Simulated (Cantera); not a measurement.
An isothermal, constant-pressure homogeneous reactor starts with H2 : O2 : N2 : H2O = 0.0052 : 1 : 0.11 : 0.0095 (molar parts), at 925 K and 20.0 Torr.

Cantera simulation using the H2/O2 subset of GRI-Mech 3.0, which has no nitrogen chemistry; the numbers are that mechanism's predictions, not measurements. Radical loss at walls, strong at low pressure, is not modelled. Below about 950 K walls govern HO2 and H2O2 in real vessels.

x: mole fraction; the columns are a selection and need not sum to one.

```csv
t (s),x H2,x O2,x OH,x H,x O,x H2O2,x HO2
2.00e-5,0.00462,0.889,<1e-12,<1e-12,<1e-12,<1e-12,<1e-12
5.73e-5,0.00462,0.889,<1e-12,<1e-12,<1e-12,<1e-12,<1e-12
0.000164,0.00462,0.889,<1e-12,<1e-12,<1e-12,<1e-12,1.47e-12
0.000470,0.00462,0.889,2.68e-12,1.42e-12,3.26e-12,<1e-12,4.31e-12
0.00135,0.00462,0.889,1.09e-11,3.24e-12,1.71e-11,<1e-12,1.30e-11
0.00385,0.00462,0.889,7.97e-11,1.88e-11,1.59e-10,<1e-12,4.68e-11
0.0110,0.00462,0.889,8.23e-9,1.87e-9,1.73e-8,<1e-12,1.66e-9
0.0316,0.00243,0.888,0.000337,0.000211,0.000987,2.14e-7,7.39e-6
0.0906,5.46e-5,0.889,5.32e-5,5.52e-6,0.000194,5.20e-8,1.66e-6
0.259,7.03e-6,0.889,1.72e-5,2.45e-7,2.68e-5,2.59e-8,4.51e-7
0.743,1.09e-6,0.889,6.71e-6,1.41e-8,3.95e-6,1.29e-8,1.11e-7
2.13,___,0.889,___,___,___,___,___
6.10,1.24e-8,0.889,1.32e-6,9.77e-11,1.42e-7,1.79e-9,5.82e-9
17.5,7.50e-10,0.889,6.61e-7,1.24e-11,3.61e-8,6.01e-10,1.55e-9
50.0,1.08e-10,0.889,3.56e-7,1.94e-12,1.05e-8,2.07e-10,4.70e-10
```

**Question.** Complete the blanks.

**Answer.** 
- 2.13, x H2: 1.43e-7
- 2.13, x OH: 2.85e-6
- 2.13, x H: 1.02e-9
- 2.13, x O: 6.78e-7
- 2.13, x H2O2: 5.18e-9
- 2.13, x HO2: 2.49e-8
